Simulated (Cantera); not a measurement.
A perfectly stirred reactor is fed with CH4 : C2H6 : O2 : N2 = 1 : 0.71 : 6.06 : 22.8 (molar parts), at 1700000 Pa; it is adiabatic with a 525 K inlet, and is followed from long to short residence time, starting on the burning branch (τ in s: 0.041, 0.018, 0.0078, 0.0034, 0.0015, 0.00065, 0.00029, 0.00013, 5.5e-05, 2.4e-05, 1e-05, 4.6e-06).

Cantera simulation using GRI-Mech 3.0 (53 species, 325 reactions); the numbers are that mechanism's predictions, not measurements. The pressure lies above the range GRI-Mech 3.0 was tuned for (to about 10 atm).

One state of this run: T (K) = 2081; x CH4 = 2.78e-5; x C2H6 = 3.80e-6; x O2 = 0.0515; x C2H4 = 1.17e-5; x OH = 0.00201; x NO = 5.23e-5. x: mole fraction; the columns are a selection and need not sum to one.

Which value of τ (s) does it belong to?
A. 0.00065
B. 0.0015
C. 2.4e-5
D. 1.0e-5

A, 0.00065
